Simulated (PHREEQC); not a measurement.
Dissolve 180 mmol/kgw HF, 6.1 mmol/kgw NaF, 0.097 mmol/kgw (NH4)2SiF6 and 150 mmol/kgw HCl at 20 °C. Closed to the air; pH follows from the charge balance.

The numbers come from PHREEQC with the ion-association model, phreeqc.dat.

```tsv
quantity	before	after
pH	0.93	0.94
ionic strength (mol/kgw)	0.153	0.151
F- (mol/kgw)	0.00159	0.000648
HF2- (mol/kgw)	0.00106	0.000520
SI of Quartz (SiO2)	-9.52	-5.98
```

Q: Name the change that produced these shifts.
A) NaF left out
B) HCl from 0.15 to 1.5 mol/kgw
C) temperature from 20 to 70 °C
D) diluted 2-fold with water
E) HCl left out

A: C, temperature from 20 to 70 °C

Precipitation was switched off in this run. Constants without temperature data keep their 25 °C values here. SiF6-2 is the database's only silicon fluoride.
